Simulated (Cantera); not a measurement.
A closed system holds: 1 mol CH3Cl, 0.77 mol CH4, 0.19 mol H2, held at 3148.15 K and 1.33 mbar.

Cantera equilibrium calculation (NASA polynomials, part measured and part estimated; ideal gas, pure solids and liquids). Candidate condensed phases: C, C6H6, C7H8, C8H18; 91 gas species. The numbers say what is thermodynamically allowed, not how fast it happens.

Base state: H 0.755, Cl 0.119, C 0.0507, C3 0.0443, C2 0.0133, H2 0.0128, HCl 0.00298, C2H 0.00180 (mole fractions); condensed: gas only.

What changes in the equilibrium state with this change: H2 from 0.19 to 9.8 mol?


| species | before | after |
|---|---|---|
| H | 0.755 | 0.902 |
| Cl | 0.119 | 0.0356 |
| C | 0.0507 | 0.0291 |
| C3 | 0.0443 | 0.00841 |
| C2 | 0.0133 | 0.00440 |
| H2 | 0.0128 | 0.0183 |
| C5 | 0.000151 | 9.45e-6 |
| C4 | 7.81e-5 | 8.52e-6 |
| HCl | 0.00298 | 0.00107 |
